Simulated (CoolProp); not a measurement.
500 sccm (0 °C, 1 atm) of nitrogen bubbles through liquid hexamethyldisiloxane (MM) at 296.5 K and leaves saturated at a total pressure of 0.0646 MPa (ideal gas phase). Each further row changes one setting.

Computed with CoolProp (reference Helmholtz-energy equation of state, Thol 2016).

```json
[
 {"case": "as stated", "vapour pressure (kPa)": "5.13", "mole fraction of vapour": "0.0793", "delivery (mg/min)": "312", "delivery (sccm)": "43.1", "change of delivery for a bath 1 K warmer (%)": "5.7"},
 {"case": "bath temperature 301.5 K", "vapour pressure (kPa)": "6.59", "mole fraction of vapour": "0.102", "delivery (mg/min)": "412", "delivery (sccm)": "56.8", "change of delivery for a bath 1 K warmer (%)": "5.6"},
 {"case": "total pressure 0.129 MPa", "vapour pressure (kPa)": "5.13", "mole fraction of vapour": "0.0397", "delivery (mg/min)": "150", "delivery (sccm)": "20.7", "change of delivery for a bath 1 K warmer (%)": "5.5"}
]
```
